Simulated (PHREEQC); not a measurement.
Dissolve 6.8 mmol/kgw LiOH and 0.078 mmol/kgw H4SiO4 at 25 °C. Closed to the air; pH follows from the charge balance.

The numbers come from PHREEQC with the ion-association model, phreeqc.dat.

No solid was allowed to form.

Problem. Order these Si species by the share of Si that they hold, largest first: H3SiO4-, H4SiO4, H2SiO4-2.

Solution. H3SiO4- (94 %), H2SiO4-2 (5.0 %), H4SiO4 (0.96 %)

The pH is 11.78 and the ionic strength 0.00680 mol/kgw. Complexes and solids missing from the database can't appear.
